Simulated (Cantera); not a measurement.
A perfectly stirred reactor is fed with CH₄ : O₂ : N₂ = 1 : 2.41 : 9.06 (molar parts), at 170000 Pa; it is adiabatic with a 423 K inlet, and is followed from long to short residence time, starting on the burning branch (τ in s: 0.1, 0.056, 0.03, 0.016, 0.0088, 0.0047, 0.0026, 0.0014, 0.00074, 0.0004, 0.00022, 0.00012, 6.3e-05).

Computed with Cantera and GRI-Mech 3.0 (53 species, 325 reactions).

Question: What does this change do: inlet temperature 423 to 723 K?

Answer: 
```json
[
 {"quantity": "blow-out, bracketed by the residence times tried", "before": "burning at 63.0 µs, the shortest tried", "after": "burning at 63.0 µs, the shortest tried"},
 {"quantity": "x(CH₄) at τ = 0.100 s", "before": "2.94e-6", "after": "1.18e-6"},
 {"quantity": "x(O₂) at τ = 0.100 s", "before": "0.0327", "after": "0.0321"},
 {"quantity": "x(C₂H₂) at τ = 0.100 s", "before": "2.20e-10", "after": "2.20e-11"},
 {"quantity": "x(NO) at τ = 0.100 s", "before": "0.000732", "after": "0.00376"},
 {"quantity": "x(H) at τ = 0.100 s", "before": "8.39e-5", "after": "0.000332"},
 {"quantity": "x(CH₄) at τ = 2.60 ms", "before": "4.77e-5", "after": "2.87e-5"},
 {"quantity": "x(O₂) at τ = 2.60 ms", "before": "0.0354", "after": "0.0358"},
 {"quantity": "x(C₂H₂) at τ = 2.60 ms", "before": "1.39e-8", "after": "5.91e-9"},
 {"quantity": "x(NO) at τ = 2.60 ms", "before": "0.000115", "after": "0.000437"},
 {"quantity": "x(H) at τ = 2.60 ms", "before": "0.000702", "after": "0.000954"}
]
```
